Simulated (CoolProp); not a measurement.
Saturated liquid density (kg/m³) of ethylene: the reference equation beside estimates from Tc = 282.4 K, pc = 5042 kPa, ω = 0.087. Rackett uses Z = 0.29056 − 0.08775 ω.

Model: reference Helmholtz-energy equation of state, Smukala 2000, in CoolProp.

```
T (K)  reference  Rackett  van der Waals  Redlich-Kwong  Soave-Redlich-Kwong  Peng-Robinson
-----  ---------  -------  -------------  -------------  -------------------  -------------
178.5      554.4    549.8          363.0          532.2                533.8          603.3
183.5      547.0    542.6          358.2          523.9                525.9          594.7
188.5      539.4    535.1          353.3          515.2                517.7          585.7
193.5        ___    527.5          348.2            ___                509.1          576.3
198.5      523.6      ___          343.0          496.9                500.2          566.5
203.5      515.5    511.7            ___          487.3                491.0          556.2
208.5      507.1    503.5          331.9          477.2                481.3          545.4
213.5      498.4    495.0          326.1          466.8                471.1          534.1
218.5      489.4    486.1          320.0          455.8                460.5          522.2
223.5      480.1    477.0          313.6          444.4                449.3          509.6
228.5      470.4    467.4          307.0          432.4                437.6          496.2
233.5      460.2    457.5          300.0          419.8                  ___          482.1
238.5      449.5    446.9          292.6          406.5                412.0          467.0
```

Fill in the missing entries.


- 193.5, reference: 531.6
- 193.5, Redlich-Kwong: 506.2
- 198.5, Rackett: 519.7
- 203.5, van der Waals: 337.5
- 233.5, Soave-Redlich-Kwong: 425.2

Absolute difference from the reference over all 13 rows, mean and median: Rackett 0.7 and 0.7 %, van der Waals 34.6 and 34.5 %, Redlich-Kwong 6.2 and 5.9 %, Soave-Redlich-Kwong 5.5 and 5.1 %, Peng-Robinson 7.1 and 7.6 %.
